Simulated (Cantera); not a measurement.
A closed system holds: 1 mol SiCl4, 1 mol HCl, 49 mol N2, held at 1302 °C and 14000 Pa.

Cantera equilibrium calculation (NASA polynomials, part measured and part estimated; ideal gas, pure solids and liquids). Candidate condensed phases: NH4Cl, Si, Si3N4; 28 gas species. The tables' values for SiCl3 are old estimates; treat these amounts as uncertain. Equilibrium is a limit: real reactors are often held back by kinetics, nucleation or transport.

Base state: N2 0.960, HCl 0.0196, SiCl4 0.0185, Cl 0.00114, SiCl3 0.000931, SiCl2 0.000122, Cl2 2.04e-5 (mole fractions); condensed: gas only.

Problem. What changes in the equilibrium state with this change: pressure from 14000 Pa to 2600 Pa?

Solution. 
```json
[
 {"species": "N2", "before": "0.960", "after": "0.958"},
 {"species": "HCl", "before": "0.0196", "after": "0.0195"},
 {"species": "SiCl4", "before": "0.0185", "after": "0.0172"},
 {"species": "Cl", "before": "0.00114", "after": "0.00286"},
 {"species": "SiCl2", "before": "0.000122", "after": "0.000523"},
 {"species": "SiCl3", "before": "0.000931", "after": "0.00185"},
 {"species": "Cl2", "before": "2.04e-5", "after": "2.37e-5"}
]
```
